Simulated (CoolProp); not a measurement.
A single-stage vapour-compression cycle with isobutene: evaporating at 255.15 K (dew point), condensing at 292.15 K (bubble point), superheat 10 K, subcooling 0 K, compressor efficiency 0.65, no pressure losses. Each further row changes one setting.

The numbers come from the reference Helmholtz-energy equation of state, Lemmon 2005 in CoolProp. It is a short technical equation, of lower accuracy than the large ones.

| case | cooling COP | pressure ratio | discharge temperature (K) | refrigerating effect (kJ/kg) | volumetric capacity (kJ/m³) |
|---|---|---|---|---|---|
| as stated | 3.92 | 3.93 | 322.5 | 333 | 562 |
| evaporating temperature 260.15 K | 4.71 | 3.18 | 319.0 | 340 | 698 |
| condensing temperature 287.15 K | 4.63 | 3.34 | 315.7 | 345 | 582 |
| subcooling 5 K | 4.06 | 3.93 | 322.5 | 345 | 582 |
| superheat 20 K | 3.94 | 3.93 | 333.0 | 348 | 564 |
| compressor efficiency 0.55 | 3.32 | 3.93 | 331.2 | 333 | 562 |
